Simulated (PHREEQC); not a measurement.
Make-up at 73 °C: 10 mmol/kgw CuSO4. Closed to the air; pH follows from the charge balance.

Computed with PHREEQC (ion-association model, phreeqc.dat).

```csv
quantity,before,after
pH,4.42,4.18
ionic strength (mol/kgw),0.0268,0.108
```

Question: Name the change that produced these shifts.
A) CuSO4 from 0.01 to 0.05 mol/kgw
B) 0.0073 mol/kgw KBr added
C) CuSO4 replaced by Cu(NO3)2 at the same molality
D) CuSO4 replaced by Al2(SO4)3 at the same molality
E) CuSO4 replaced by KHSO4 at the same molality

Answer: A, CuSO4 from 0.01 to 0.05 mol/kgw

Precipitation was switched off in this run. At this temperature some constants are extrapolated from 25 °C, and those without enthalpy data are left unchanged.
